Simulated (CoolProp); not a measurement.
Vapour-liquid equilibrium of ethane (1) + n-butane (2) at 0.0501 MPa; x and y are mole fractions of (1).

Computed with CoolProp (multi-fluid Helmholtz-energy mixture model, Bücker 2006 and Bücker 2006; pair parameters Kunz 2012).

Task: Give the bubble temperature and the first vapour's composition at x = 0.25, 0.75, 0.95. Is there an azeotrope?

Result: x = 0.25: 197.8 K, y = 0.975; x = 0.75: 177.0 K, y = 0.999; x = 0.95: 173.3 K, y = 1.000. No azeotrope shows between x = 0.05 and 0.95.

Pair parameters are fitted to limited data, so mixtures are less certain than the pure fluids. The gap from Raoult's law changes sign with composition, which may be real or a fault of the pair parameters; it wasn't checked against measurements.
